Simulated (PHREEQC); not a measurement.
A solution holds 5.8 mmol/kgw K2CO3, at 20 °C. Closed to the air; pH follows from the charge balance.

Equilibrium calculation in PHREEQC: ion-association model, wateq4f.dat.

```json
{
  "pH": "11.01",
  "ionic_strength": "0.0166 mol/kgw",
  "total_alkalinity": "11.6 meq/kg"
}
```

```tsv
species	molality	activity	log γ
K+	0.0116	0.0102	-0.057
CO3-2	0.00500	0.00307	-0.212
OH-	0.000798	0.000700	-0.057
HCO3-	0.000798	0.000706	-0.053
CO2	1.64e-8	1.65e-8	0.002
```

No solid was allowed to form.
